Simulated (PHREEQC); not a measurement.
Make-up at 25 °C: 0.22 mol/kgw AgF and 0.21 mol/kgw HNO3. Closed to the air; pH follows from the charge balance.

All values are PHREEQC results (ion-association model, wateq4f.dat), not measurements.

Each row changes one thing in this solution. No solid was allowed to form.

| case | pH | ionic strength (mol/kgw) | NO3- (mol/kgw) |
|---|---|---|---|
| as made | 2.03 | 0.218 | 0.200 |
| diluted 100-fold with water | [?] | 0.00309 | 0.00210 |
| temperature from 25 to 40 °C | [?] | 0.219 | 0.200 |
| AgF left out | 0.78 | 0.210 | 0.210 |
| AgF replaced by AgNO3 at the same molality | [?] | 0.412 | 0.412 |
| diluted 2-fold with water | 2.17 | 0.114 | 0.102 |
| temperature from 25 to 10 °C | 2.01 | 0.218 | 0.200 |

Question: Fill in the missing entries.

Answer: 
- diluted 100-fold with water, pH: 3.07
- temperature from 25 to 40 °C, pH: 2.06
- AgF replaced by AgNO3 at the same molality, pH: 0.79

Complexes and solids missing from the database can't appear. wateq4f.dat counts part of the HF as a dimer, H2F2, which phreeqc.dat doesn't know; its constant is uncertain. Away from 25 °C the constants follow the database's enthalpies or fits; those with neither stay at their 25 °C values.
